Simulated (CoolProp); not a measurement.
Vapour-liquid equilibrium of benzene (1) + n-decane (2) at 33 kPa; x and y are mole fractions of (1).

The numbers come from the multi-fluid Helmholtz-energy mixture model, Thol 2012 and Lemmon 2006; pair parameters Bell 2016 in CoolProp.

```tsv
x	bubble temperature, mixture model (°C)	bubble temperature, Raoult's law (°C)	y, mixture model	y, Raoult's law
0.05	118.8	118.8	0.437	0.442
0.2	88.0	90.7	0.856	0.842
0.35	72.4	75.6	0.941	0.935
0.5	63.4	65.8	0.970	0.969
0.65	57.5	58.8	0.984	0.985
0.8	52.9	53.3	0.992	0.994
0.95	48.9	48.9	0.998	0.999
```

The largest gap from Raoult's law is -3.2 K in bubble temperature, at x = 0.35. No azeotrope shows between x = 0.05 and 0.95.

The pair parameters rest on a limited set of measurements; away from them the model extrapolates.
